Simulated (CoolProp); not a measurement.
Model: reference Helmholtz-energy equation of state, Wagner 2002, in CoolProp.

**Question.** Give the vapour pressure (MPa), liquid density (kg/m³), liquid cp (kJ/(kg K)), surface tension (mN/m) of saturated water at 386, 434.5 K.

**Answer.** 
| T (K) | p (MPa) | liquid density (kg/m³) | liquid cp (kJ/(kg K)) | surface tension (mN/m) |
|---|---|---|---|---|
| 386 | 0.158 | 949 | 4.23 | 56.4 |
| 434.5 | 0.640 | 906 | 4.34 | 46.2 |

Surface tension comes from a separate correlation (Mulero 2012).
